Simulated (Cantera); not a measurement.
Si + O2 + H2 (thermal oxidation and active oxidation of silicon)

Charge: 1 mol Si, 2.7 mol O2, 210 mol H2, equilibrated at 0.0578 Torr.

Method: chemical equilibrium by Gibbs-energy minimisation in Cantera with the NASA 1993 tables (ideal gas, pure condensed phases). Candidate condensed phases: H2O, Si, SiO2; 18 gas species. The numbers say what is thermodynamically allowed, not how fast it happens.

| T (°C) | x H2 | x H | x H2O | x SiO | x OH |
|---|---|---|---|---|---|
| 1450 | 0.954 | 0.0203 | 0.0206 | 0.00469 | 2.40e-5 |
| 1500 | 0.943 | 0.0315 | 0.0205 | 0.00466 | 4.24e-5 |
| 1550 | 0.927 | 0.0475 | 0.0203 | 0.00463 | 7.24e-5 |
| 1600 | 0.905 | 0.0700 | 0.0200 | 0.00457 | 0.000120 |
| 1650 | 0.875 | 0.100 | 0.0196 | 0.00450 | 0.000194 |
| 1700 | 0.836 | 0.141 | 0.0190 | 0.00441 | 0.000304 |
| 1750 | 0.785 | 0.192 | 0.0183 | 0.00428 | 0.000465 |
| 1800 | 0.723 | 0.255 | 0.0173 | 0.00413 | 0.000694 |
| 1850 | 0.649 | 0.329 | 0.0160 | 0.00395 | 0.00101 |
x: gas mole fraction; nothing condenses.

From 1450 °C to 1850 °C nothing is condensed. The main Si-bearing gas is SiO throughout.
